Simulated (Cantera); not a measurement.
A perfectly stirred reactor is fed with H₂ : O₂ = 0.44 : 1 (molar parts), equivalence ratio 0.22, at 20.0 Torr; it is held at 1425 K, and followed from long to short residence time.

Detailed kinetics in Cantera: GRI-Mech 3.0 (53 species, 325 reactions). Radical loss at walls, strong at low pressure, is not modelled. The temperature is held fixed by assumption; the heat of reaction is taken as removed at once.

Problem. What does this change do: O2 1 to 0.11 parts?

Solution. 
```
quantity                before     after
---------------------  -------  --------
x(H₂) at τ = 0.380 s   0.00119     0.463
x(O₂) at τ = 0.380 s     0.634  0.000171
x(HO₂) at τ = 0.380 s  6.37e-6   1.00e-8
x(O) at τ = 0.380 s    0.00386  0.000115
x(OH) at τ = 0.380 s   0.00576   0.00115
x(H₂) at τ = 46.0 ms   0.00460     0.408
x(O₂) at τ = 46.0 ms     0.622  0.000849
x(HO₂) at τ = 46.0 ms  1.21e-5   4.65e-8
x(O) at τ = 46.0 ms     0.0153  0.000917
x(OH) at τ = 46.0 ms    0.0113   0.00316
```

Problem. What does this change do: O2 1 to 0.51 parts?

Solution. 
```tsv
quantity	before	after
x(H₂) at τ = 0.380 s	0.00119	0.00267
x(O₂) at τ = 0.380 s	0.634	0.393
x(HO₂) at τ = 0.380 s	6.37e-6	8.55e-6
x(O) at τ = 0.380 s	0.00386	0.00336
x(OH) at τ = 0.380 s	0.00576	0.00693
x(H₂) at τ = 46.0 ms	0.00460	0.0104
x(O₂) at τ = 46.0 ms	0.622	0.386
x(HO₂) at τ = 46.0 ms	1.21e-5	1.46e-5
x(O) at τ = 46.0 ms	0.0153	0.0135
x(OH) at τ = 46.0 ms	0.0113	0.0137
```
